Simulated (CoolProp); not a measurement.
Properties of R236FA along the isotherm 312.6 K.

Model: reference Helmholtz-energy equation of state, Pan 2012, in CoolProp.

```csv
p (bar),phase,density (kg/m³),cp (kJ/(kg K)),Joule-Thomson coefficient (K/MPa),isothermal compressibility (1/MPa),fugacity coefficient
0.151,gas,0.8868,0.8453,19.40,66.49,0.9960
0.344,gas,2.031,0.8482,19.55,29.34,0.9910
0.784,gas,4.684,0.8549,19.88,13.03,0.9795
1.78,gas,10.95,0.8718,20.73,5.921,0.9534
4.06,gas,26.98,0.9237,23.27,2.846,0.8936
9.24,liquid,1312,1.268,-0.07112,0.004889,0.4218
21,liquid,1319,1.259,-0.09245,0.004585,0.1955
47.9,liquid,1334,1.243,-0.1325,0.004030,0.09652
```
